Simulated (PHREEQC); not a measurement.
0.1 mol of Cu3(PO4)2:3H2O (Cu3(PO4)2:3H2O) is brought to equilibrium with 1 kg of water holding 0.001 mol NaCl, at 25 °C, the pH being set by adding NaOH or HCl. Oxygen is held at 0.21 atm. No CO2 enters from the air. The run lets Cu3(PO4)2:3H2O, Cu(OH)2, Atacamite precipitate or redissolve, and no other solid.

Base run: PHREEQC, ion-association model, wateq4f.dat. Each further column changes one thing. The table gives dissolved Cu (mol/kgw).

```csv
pH,base,all activity coefficients set to 1,Davies equation for every ion
3,0.0709,0.0333,0.0735
4.33,0.00341,0.00256,0.00347
5.67,0.000249,0.000219,0.000250
7,1.49e-5,1.41e-5,1.49e-5
8.33,8.35e-6,9.15e-6,8.50e-6
9.67,8.03e-6,9.12e-6,8.07e-6
11,7.84e-6,9.18e-6,7.98e-6
```

H3PO4, which wateq4f.dat lacks, is added to it with the constant of phreeqc.dat. The database has no phosphate complexes of Cu. The database's constant for dissolved Cu(OH)2 is higher than later reviews accept.
